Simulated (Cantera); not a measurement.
Transport properties of process gases

Gas mixture: N₂O = 0.34 (molar parts), at 0.0590 bar, frozen composition.

Cantera's kinetic-theory transport with the Lennard-Jones parameters of GRI-Mech 3.0, ideal gas; thermal conductivity in the mixture-averaged form. The composition is frozen, though it would react at the higher temperatures.

| T (K) | ρ (kg/m³) | cp (J/kg/K) | μ (µPa s) | λ (mW/m/K) | Pr | D (cm²/s) NH₃ | D (cm²/s) N₂ | D (cm²/s) O |
|---|---|---|---|---|---|---|---|---|
| 400 | 0.0781 | 970.3 | 19.5 | 25.5 | 0.741 | 4.84 | 4.53 | 7.21 |
| 600 | 0.0521 | 1101 | 27.3 | 40.7 | 0.739 | 10.5 | 9.23 | 14.6 |
| 800 | 0.0390 | 1192 | 34.0 | 54.9 | 0.739 | 17.8 | 15.1 | 23.9 |
| 1000 | 0.0312 | 1255 | 40.0 | 68.0 | 0.739 | 26.6 | 22.1 | 34.8 |
| 1200 | 0.0260 | 1294 | 45.5 | 80.1 | 0.735 | 36.7 | 30.0 | 47.2 |
| 1400 | 0.0223 | 1327 | 50.5 | 91.4 | 0.733 | 47.9 | 38.8 | 61.1 |
| 1600 | 0.0195 | 1353 | 55.2 | 102 | 0.732 | 60.2 | 48.4 | 76.3 |
| 1800 | 0.0174 | 1375 | 59.7 | 112 | 0.732 | 73.6 | 58.9 | 92.8 |
| 2000 | 0.0156 | 1392 | 64.0 | 122 | 0.732 | 88.0 | 70.2 | 110 |
D: mixture-averaged diffusion coefficient of that species in the mixture.
